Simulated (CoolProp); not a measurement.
Ethylene at several states: fugacity coefficient from the reference equation and from simpler models built on Tc = 9.2 °C, pc = 5042 kPa, ω = 0.087; each cubic takes its own stable root.

Computed with CoolProp (reference Helmholtz-energy equation of state, Smukala 2000).

| T (°C) | p (kPa) | phase | reference | van der Waals | Peng-Robinson |
|---|---|---|---|---|---|
| 172.25 | 1180 | gas | 0.9833 | 0.9790 | 0.9794 |
| 119.05 | 258 | gas | 0.9941 | 0.9934 | 0.9929 |
| -154.95 | 21.9 | liquid | 0.04938 | 0.9908 | 0.05682 |
| -5.55 | 64.7 | gas | 0.9949 | 0.9957 | 0.9944 |
| -135.15 | 2300 | liquid | 0.004669 | 0.05745 | 0.004955 |
| -100.65 | 1020 | liquid | 0.1183 | 0.4462 | 0.1197 |

At some of these states van der Waals gives the other phase, because its saturation line lies elsewhere.
